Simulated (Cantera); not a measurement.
An adiabatic, constant-volume homogeneous reactor starts with CO : H2 : O2 : N2 = 1 : 0.19 : 1.92 : 7.22 (molar parts), equivalence ratio 0.31, at 1625 K and 1.01 bar. Integrator tolerance rtol = 1e-08.

Model: GRI-Mech 3.0 (53 species, 325 reactions), integrated in Cantera.

| quantity | before | after |
|---|---|---|
| time of steepest temperature rise | 55.9 µs | 70.5 µs |
| temperature at 0.300 s | 2503 K | 2484 K |
| equilibrium temperature | 2503 K | 2484 K |
| x(CO) at 0.300 s | 0.00814 (gas-phase equilibrium 0.00814) | 0.00737 (gas-phase equilibrium 0.00737) |
| x(H2) at 0.300 s | 0.000232 (gas-phase equilibrium 0.000232) | 0.000153 (gas-phase equilibrium 0.000153) |
| x(O2) at 0.300 s | 0.127 (gas-phase equilibrium 0.127) | 0.130 (gas-phase equilibrium 0.130) |
| x(O) at 0.300 s | 0.00434 (gas-phase equilibrium 0.00434) | 0.00401 (gas-phase equilibrium 0.00401) |
| x(H2O2) at 0.300 s | 5.11e-8 (gas-phase equilibrium 5.11e-8) | 3.61e-8 (gas-phase equilibrium 3.61e-8) |
| x(NO) at 0.300 s | 0.0174 (gas-phase equilibrium 0.0174) | 0.0170 (gas-phase equilibrium 0.0170) |

Problem. What was changed between the two runs?
A. pressure from 1.01 bar to 5.00 bar
B. H2 0.19 to 0.14 parts
C. constant pressure in place of constant volume
D. initial temperature 1625 to 1025 K

Solution. B, H2 0.19 to 0.14 parts
